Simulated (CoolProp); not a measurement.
The numbers come from the reference Helmholtz-energy equation of state, Thol 2019 in CoolProp.

Q: For n-pentane, give the phase and the cp (kJ/(kg K)), viscosity (µPa s), conductivity (mW/(m K)) at 259.05 °C and 157 kPa; -29.15 °C and 52.1 kPa; 334.55 °C and 2360 kPa.

A: 
- 259.05 °C and 157 kPa: gas; cp 2.66, viscosity 12.0, conductivity 44.8
- -29.15 °C and 52.1 kPa: liquid; cp 2.10, viscosity 310, conductivity 133
- 334.55 °C and 2360 kPa: gas; cp 3.03, viscosity 12.7, conductivity 59.0

Viscosity comes from a separate model (Quiñones-Cisneros 2006), older than the equation that it now runs on, and unchecked against measurements. Thermal conductivity comes from a separate model (Vassiliou 2015).
